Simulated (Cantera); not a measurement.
A Cantera script and what it prints.

```python
import numpy as np
import cantera as ct

gas_names = """
    B BN BO BO2 B2 B2O B2O2 B2O3 N NO NO2 NO3 N2 N2O O O2 O3
""".split()
cond_names = """
    B(b) B(L) BN(s) B2O3(L)
""".split()


# ... load() reads the species with a 1 bar reference pressure and builds the phases ...
atoms = {
    'BN': {'B': 1, 'N': 1},
    'O2': {'O': 2},
    'N2': {'N': 2},
}
top_T = {'BN(s)': 3200}  # K; cautious upper limits of use, not melting points


# ... equilibrate(T, P, feed) seeds the gas with the atoms and calls Mixture.equilibrate('TP', solver="vcs", rtol=1e-11, max_steps=5000) ...
results = []
feed = {'BN': 1, 'O2': 0.13, 'N2': 1.1}  # mol
T = 1423.15  # K
P = 2.4  # Pa
mix = equilibrate(T, P, feed)
results.append((T, P, feed, dict(zip(mix.species_names, mix.species_moles))))
x = sorted(zip(gas.X, gas.species_names), reverse=True)
print(f"T = {T:g} K  P = {P:g} Pa  gas = {mix.phase_moles(0):.4g} mol")
print("   x: " + "  ".join(f"{s} {v:.3e}" for v, s in x if v > 1e-05))
print("   condensed (mol): " + ("  ".join(f"{mix.phase(i).name} {mix.phase_moles(i):.4g}"
      for i in range(1, mix.n_phases) if mix.phase_moles(i) > 1e-12) or "none"))
```

It prints:

```
T = 1423.15 K  P = 2.4 Pa  gas = 1.286 mol
   x: N2 9.274e-01  B2O3 5.848e-02  B2O2 1.265e-02  BO 1.469e-03
   condensed (mol): BN(s) 0.8152
```

Cantera equilibrium calculation (NASA polynomials, part measured and part estimated; ideal gas, pure solids and liquids).
